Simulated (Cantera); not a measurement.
## Silicon nitride deposition: SiHCl₃ + N₂

Charge: 1 mol SiHCl₃, 27 mol N₂, held at 100000 Pa.

These are equilibrium values from Cantera (NASA tables, ideal gas, pure condensed phases), not measurements of a reactor. Candidate condensed phases: NH₄Cl, Si, Si₃N₄; 28 gas species. The tables' values for SiCl₃ are old estimates; treat these amounts as uncertain. Equilibrium is a limit: real reactors are often held back by kinetics, nucleation or transport.

| T (°C) | x N₂ | x HCl | x SiCl₂ | x SiCl₄ | x SiCl₃ | x H₂ | x Cl | x SiHCl₃ | n Si₃N₄(s) |
|---|---|---|---|---|---|---|---|---|---|
| 1325 | 0.944 | 0.0304 | 0.00620 | 0.0116 | 0.00539 | 0.00234 | 2.65e-5 | 0.000128 | 0.113 |
| 1350 | 0.943 | 0.0302 | 0.00802 | 0.0103 | 0.00594 | 0.00241 | 3.36e-5 | 0.000127 | 0.103 |
| 1375 | 0.942 | 0.0300 | 0.0101 | 0.00887 | 0.00639 | 0.00250 | 4.19e-5 | 0.000124 | 0.0910 |
| 1400 | 0.941 | 0.0297 | 0.0125 | 0.00747 | 0.00670 | 0.00263 | 5.15e-5 | 0.000119 | 0.0781 |
| 1425 | 0.940 | 0.0293 | 0.0152 | 0.00610 | 0.00684 | 0.00278 | 6.24e-5 | 0.000112 | 0.0645 |
| 1450 | 0.939 | 0.0288 | 0.0179 | 0.00484 | 0.00679 | 0.00298 | 7.46e-5 | 0.000103 | 0.0505 |
| 1475 | 0.937 | 0.0283 | 0.0206 | 0.00373 | 0.00656 | 0.00322 | 8.79e-5 | 9.33e-5 | 0.0367 |
| 1500 | 0.936 | 0.0277 | 0.0232 | 0.00280 | 0.00619 | 0.00350 | 0.000102 | 8.30e-5 | 0.0234 |
| 1525 | 0.936 | 0.0269 | 0.0257 | 0.00205 | 0.00571 | 0.00382 | 0.000118 | 7.26e-5 | 0.0109 |
| 1550 | 0.935 | 0.0262 | 0.0279 | 0.00150 | 0.00519 | 0.00414 | 0.000135 | 6.26e-5 | 0 |
| 1575 | 0.935 | 0.0268 | 0.0282 | 0.00131 | 0.00500 | 0.00387 | 0.000173 | 5.31e-5 | 0 |
x: gas mole fraction; n: condensed amount in mol.

From 1325 °C to 1525 °C the condensed part is Si₃N₄(s). From 1550 °C to 1575 °C nothing is condensed. The main Si-bearing gas is SiCl₄ at 1325 °C and SiCl₂ at 1575 °C.
